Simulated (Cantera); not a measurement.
**Thermodynamics of abatement and gas-phase synthesis, feed N₂O + H₂O + N₂**

A closed system holds: 1 mol N₂O, 0.14 mol H₂O, a varied amount of N₂, held at 3127 °C and 13.3 mbar.

Cantera equilibrium calculation (NASA polynomials, part measured and part estimated; ideal gas, pure solids and liquids). Candidate condensed phases: H₂O; 24 gas species. Equilibrium is a limit: real reactors are often held back by kinetics, nucleation or transport.

From 0.85 mol N₂ to 5.4 mol N₂ nothing is condensed.

```csv
n(N₂) (mol),x N₂,x O,x H,x NO,x O₂,x OH,x N,x H₂
0.85,0.569,0.320,0.0836,0.0132,0.00946,0.00277,0.000888,0.000426
0.99,0.587,0.307,0.0802,0.0129,0.00871,0.00255,0.000902,0.000392
1.2,0.611,0.290,0.0756,0.0124,0.00775,0.00227,0.000920,0.000348
1.4,0.631,0.275,0.0717,0.0119,0.00697,0.00204,0.000935,0.000313
1.6,0.649,0.261,0.0682,0.0115,0.00631,0.00185,0.000948,0.000283
1.8,0.666,0.249,0.0650,0.0111,0.00573,0.00168,0.000960,0.000257
2.1,0.688,0.233,0.0607,0.0106,0.00501,0.00147,0.000976,0.000225
2.5,0.713,0.214,0.0558,0.00990,0.00424,0.00124,0.000994,0.000190
2.9,0.735,0.199,0.0517,0.00930,0.00364,0.00106,0.00101,0.000163
3.4,0.757,0.182,0.0473,0.00865,0.00305,0.000892,0.00102,0.000136
4,0.780,0.165,0.0429,0.00797,0.00251,0.000735,0.00104,0.000112
4.7,0.801,0.149,0.0388,0.00729,0.00205,0.000599,0.00105,9.16e-5
5.4,0.819,0.136,0.0353,0.00672,0.00170,0.000498,0.00106,7.61e-5
```
x: gas mole fraction; nothing condenses.
